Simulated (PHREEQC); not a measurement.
A solution holds 0.0038 mol H2SO4 and 0.00018 mol KCl per kg of water, at 25 °C. Closed to the air; pH follows from the charge balance.

Computed with PHREEQC (Pitzer model, pitzer.dat).

```yaml
pH: 2.23
ionic_strength: 0.00939 mol/kgw
specific_conductance: 2580 µS/cm
osmotic_coefficient: 0.941
total_alkalinity: -7.60 meq/kg
```

```
species  molality  activity   log γ
-------  --------  --------  ------
H+        0.00651   0.00584  -0.047
SO4-2     0.00270   0.00178  -0.181
HSO4-     0.00110  0.000992  -0.043
Cl-      0.000180  0.000163  -0.044
K+       0.000180  0.000162  -0.046
```

Precipitation was switched off in this run. Complexes and solids missing from the database can't appear.
